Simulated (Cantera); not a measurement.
**Equilibrium for sublimation and decomposition of ceramics: SiC + Si + H2**

Charge: 1 mol SiC, 0.28 mol Si, 0.047 mol H2, at 2523.15 K and 1.33 mbar.

Cantera equilibrium calculation (NASA polynomials, part measured and part estimated; ideal gas, pure solids and liquids). Candidate condensed phases: C, C6H6, C7H8, C8H18, Si, SiC; 87 gas species. Equilibrium is a limit: real reactors are often held back by kinetics, nucleation or transport.

| Property | Value |
|---|---|
| x(Si) | 0.676 |
| x(SiC2) | 0.187 |
| x(Si2C) | 0.0649 |
| x(H) | 0.0603 |
| x(H2) | 0.00626 |
| x(Si2) | 0.00299 |
| x(C3) | 0.000533 |
| x(SiH) | 0.000499 |
| x(SiC) | 0.000348 |
| n(C(graphite)) | 0.434 mol |
| gas amount | 1.279 mol |
| log10 activity of Si(l) (absent) | -0.80 |
